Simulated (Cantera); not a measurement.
A perfectly stirred reactor is fed with H₂ : O₂ : N₂ = 0.037 : 1 : 3.5 (molar parts), at 0.0263 atm; it is held at 1100 K, and followed from long to short residence time.

Model: the H2/O2 subset of GRI-Mech 3.0, which has no nitrogen chemistry, integrated in Cantera. Radical loss at walls, strong at low pressure, is not modelled.

**Question.** What does this change do: H2 0.037 to 0.0097 parts?

**Answer.** 
```csv
quantity,before,after
x(H₂) at τ = 3.20 s,3.89e-5,1.83e-5
x(O₂) at τ = 3.20 s,0.217,0.221
x(H₂O₂) at τ = 3.20 s,2.19e-8,7.07e-9
x(H₂O) at τ = 3.20 s,0.00809,0.00211
x(HO₂) at τ = 3.20 s,4.89e-7,2.34e-7
x(H₂) at τ = 0.140 s,0.000233,0.000112
x(O₂) at τ = 0.140 s,0.216,0.220
x(H₂O₂) at τ = 0.140 s,4.08e-8,1.80e-8
x(H₂O) at τ = 0.140 s,0.00768,0.00195
x(HO₂) at τ = 0.140 s,1.22e-6,6.58e-7
```

**Question.** What does this change do: temperature 1100 to 923 K?

**Answer.** 
```csv
quantity,before,after
x(H₂) at τ = 3.20 s,3.89e-5,0.000159
x(O₂) at τ = 3.20 s,0.217,0.217
x(H₂O₂) at τ = 3.20 s,2.19e-8,3.46e-8
x(H₂O) at τ = 3.20 s,0.00809,0.00801
x(HO₂) at τ = 3.20 s,4.89e-7,1.08e-6
x(H₂) at τ = 0.140 s,0.000233,0.000839
x(O₂) at τ = 0.140 s,0.216,0.217
x(H₂O₂) at τ = 0.140 s,4.08e-8,7.87e-8
x(H₂O) at τ = 0.140 s,0.00768,0.00719
x(HO₂) at τ = 0.140 s,1.22e-6,2.62e-6
```
Below about 950 K walls govern HO2 and H2O2 in real vessels.
